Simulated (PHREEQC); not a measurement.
Solution (20 °C): 0.04 mol CaCl2, 0.00035 mol NaF and 0.00038 mol H4SiO4 per kg of water. Closed to the air; pH follows from the charge balance.

All values are PHREEQC results (ion-association model, phreeqc.dat), not measurements.

| quantity | before | after |
|---|---|---|
| pH | 6.66 | 6.34 |
| HF (mol/kgw) | 7.68e-8 | 1.60e-7 |
| NaF (mol/kgw) | 3.99e-8 | 3.98e-8 |
| CaOH+ (mol/kgw) | 1.46e-8 | 6.99e-9 |
| SI of Fluorite (CaF2) | +1.67 | +1.67 |
| SI of Halite (NaCl) | -6.35 | -6.35 |

Which change was made?
A. diluted 10-fold with water
B. H4SiO4 left out
C. temperature from 20 to 65 °C
D. 0.0089 mol/kgw NaCl added
E. H4SiO4 from 0.00038 to 0.0019 mol/kgw

E, H4SiO4 from 0.00038 to 0.0019 mol/kgw

Precipitation was switched off in this run. Some of these states are supersaturated (in Fluorite, Quartz (slow to form), for instance). SiF6-2 is the database's only silicon fluoride.
